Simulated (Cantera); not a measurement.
An adiabatic, constant-volume homogeneous reactor starts with CO : H2 : O2 : N2 = 1 : 0.036 : 0.893 : 3.36 (molar parts), equivalence ratio 0.58, at 1800 K and 8.30 bar.

Cantera simulation using GRI-Mech 3.0 (53 species, 325 reactions); the numbers are that mechanism's predictions, not measurements. The hydrogen kinetics of GRI-Mech 3.0 are dated; newer H2 mechanisms differ, most at raised pressure. Above 3000 K some thermodynamic fits are extrapolated.

### Question
Predict: time of steepest temperature rise; temperature at 0.100 s; equilibrium temperature; x(CO) at 0.100 s; x(H2) at 0.100 s; x(O2) at 0.100 s; x(N2O) at 0.100 s; x(O) at 0.100 s.

### Answer
| Quantity | Result |
|---|---|
| time of steepest temperature rise | 7.52 µs |
| temperature at 0.100 s | 2989 K |
| equilibrium temperature | 2989 K |
| x(CO) at 0.100 s | 0.0485 (gas-phase equilibrium 0.0485) |
| x(H2) at 0.100 s | 0.000192 (gas-phase equilibrium 0.000192) |
| x(O2) at 0.100 s | 0.0816 (gas-phase equilibrium 0.0816) |
| x(N2O) at 0.100 s | 5.07e-6 (gas-phase equilibrium 5.07e-6) |
| x(O) at 0.100 s | 0.00874 (gas-phase equilibrium 0.00874) |
